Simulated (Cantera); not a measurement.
Input: 1 mol Fe2O3, 0.97 mol Cl2, 0.33 mol N2, held at 1225 K and 1 atm.

Cantera equilibrium calculation (NASA polynomials, part measured and part estimated; ideal gas, pure solids and liquids). Rates play no part.

```csv
species,before,after
N2,0.243,0.917
Cl2,0.485,0.0445
FeCl3,0.142,0.0176
O2,0.116,0.0158
Fe2Cl6,0.00206,3.18e-5
ClO,5.42e-5,6.07e-6
Fe2Cl4,3.40e-5,5.70e-6
Cl,0.00422,0.00128
FeCl2,0.00825,0.00338
NO,9.72e-5,6.97e-5
"Fe2O3(s), mol",0.895,0.996
```
Gas species are given as mole fractions.

Problem. Name the change that produced these shifts.
A) pressure from 1 atm to 3.10 bar
B) temperature from 1225 K to 1325 K
C) pressure from 1 atm to 13.3 mbar
D) Cl2 from 0.97 to 0.027 mol

Solution. D, Cl2 from 0.97 to 0.027 mol
